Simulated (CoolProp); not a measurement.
CH2F2 (R32) along the isobar 0.427 MPa: density (kg/m³) from the reference equation and from simpler models built on Tc = 78.1 °C, pc = 5.783 MPa, ω = 0.277; each cubic takes its own stable root.

Values from CoolProp's reference Helmholtz-energy equation of state, Tillner-Roth 1997.

| T (°C) | phase | reference | Redlich-Kwong | Peng-Robinson |
|---|---|---|---|---|
| 38.05 | gas | 8.996 | 8.910 | 8.958 |
| 55.75 | gas | 8.436 | 8.383 | 8.418 |
| 73.45 | gas | 7.952 | 7.919 | 7.944 |
| 91.15 | gas | 7.526 | 7.506 | 7.524 |
| 108.75 | gas | 7.149 | 7.138 | 7.150 |
| 126.45 | gas | 6.809 | 6.804 | 6.812 |
| 144.15 | gas | 6.503 | 6.501 | 6.506 |
| 161.85 | gas | 6.224 | 6.225 | 6.227 |
